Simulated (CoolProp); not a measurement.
A single-stage vapour-compression cycle with nitrous oxide: evaporating at 216.15 K (dew point), condensing at 252.15 K (bubble point), superheat 0 K, subcooling 0 K, compressor efficiency 0.6, no pressure losses. Each further row changes one setting.

The numbers come from the reference Helmholtz-energy equation of state, Lemmon 2006 in CoolProp. It is a short technical equation, of lower accuracy than the large ones.

| case | cooling COP | pressure ratio | discharge temperature (K) | refrigerating effect (kJ/kg) | volumetric capacity (kJ/m³) |
|---|---|---|---|---|---|
| as stated | 2.92 | 3.57 | 329.0 | 269 | 3490 |
| evaporating temperature 221.15 K | 3.56 | 2.91 | 315.3 | ___ | 4270 |
| condensing temperature 247.15 K | ___ | 3.07 | ___ | 278 | 3620 |
| subcooling 5 K | ___ | 3.57 | 329.0 | 278 | 3620 |
| superheat 10 K | 2.85 | 3.57 | 343.9 | 278 | ___ |
| compressor efficiency 0.5 | 2.44 | 3.57 | 347.4 | 269 | 3490 |

**Question.** What belongs in the gaps?

**Answer.** 
- evaporating temperature 221.15 K, refrigerating effect (kJ/kg): 271
- condensing temperature 247.15 K, cooling COP: 3.50
- condensing temperature 247.15 K, discharge temperature (K): 314.3
- subcooling 5 K, cooling COP: 3.03
- superheat 10 K, volumetric capacity (kJ/m³): 3410
